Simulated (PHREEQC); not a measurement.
Synthetic water in mmol/kgw, 65 °C, pH 7.5: Na 163; K 0.984; Ca 0.978; Mg 1.05; Cl 167; S(6) 4.04; Alkalinity (meq/kgw) 2.79; Si 1.1; Br 3.67.

Cl is adjusted to close the charge balance.
Valence states are taken as typed.

All values are PHREEQC results (Pitzer model, pitzer.dat), not measurements.

Task: The ionic strength comes out as 0.174 mol/kgw. What activity coefficients do HCO3-, Cl-, Mg+2, Na+, Br- get?

Result: HCO3- 0.77, Cl- 0.72, Mg+2 0.28, Na+ 0.74, Br- 0.73. Single-ion values are on the MacInnes scale.

Precipitation was switched off in this run. Away from 25 °C the constants follow the database's enthalpies or fits; those with neither stay at their 25 °C values.
